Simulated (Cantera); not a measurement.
# Silicon etching in halogen gases: Si + NF3

Charge: 1 mol Si, 5.6 mol NF3, held at 97.5 Torr.

Method: chemical equilibrium by Gibbs-energy minimisation in Cantera with the NASA 1993 tables (ideal gas, pure condensed phases). Candidate condensed phases: Si, Si3N4; 16 gas species. Kinetics and transport are ignored.

| T (K) | x F | x F2 | x N2 | x SiF4 |
|---|---|---|---|---|
| 1048 | 0.272 | 0.403 | 0.236 | 0.0850 |
| 1073 | 0.322 | 0.364 | 0.230 | 0.0824 |
| 1098 | 0.374 | 0.322 | 0.223 | 0.0798 |
| 1123 | 0.427 | 0.279 | 0.216 | 0.0772 |
| 1148 | 0.478 | 0.238 | 0.209 | 0.0746 |
| 1173 | 0.526 | 0.199 | 0.202 | 0.0723 |
| 1198 | 0.570 | 0.164 | 0.196 | 0.0701 |
| 1223 | 0.608 | 0.133 | 0.191 | 0.0683 |
| 1248 | 0.640 | 0.106 | 0.187 | 0.0667 |
| 1273 | 0.667 | 0.0843 | 0.183 | 0.0653 |
| 1298 | 0.689 | 0.0665 | 0.180 | 0.0642 |
x: gas mole fraction; nothing condenses.

From 1048 K to 1298 K nothing is condensed. The main Si-bearing gas is SiF4 throughout.
